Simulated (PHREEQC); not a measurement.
A solution holds 150 mmol/kgw HCl, 0.013 mmol/kgw ZnSO4 and 0.39 mmol/kgw CuCl2, at 45 °C. Closed to the air; pH follows from the charge balance.

All values are PHREEQC results (ion-association model, phreeqc.dat), not measurements.

This is a speciation only: nothing precipitates in the calculation.

Question: Order these Zn species by the share of Zn that they hold, largest first: ZnCl3-, Zn+2, ZnCl2, ZnCl+.

Answer: Zn+2 (76 %), ZnCl+ (22 %), ZnCl2 (1.9 %), ZnCl3- (0.38 %)

The pH is 0.92 and the ionic strength 0.151 mol/kgw. Constants without temperature data keep their 25 °C values here.
